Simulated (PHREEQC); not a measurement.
Solution (20 °C): 0.0062 mol CsOH, 0.0013 mol H3BO3 and 0.01 mol Na2CO3 per kg of water. Closed to the air; pH follows from the charge balance.

Computed with PHREEQC (ion-association model, wateq4f.dat).

This is a speciation only: nothing precipitates in the calculation.

**Question.** Estimate the pH.

**Answer.** pH 11.80.

**Question.** In which forms is C present?

**Answer.** CO3-2 86 %, NaCO3- 12 %, HCO3- 2.0 % of the C.

Species that the database lacks are ignored.
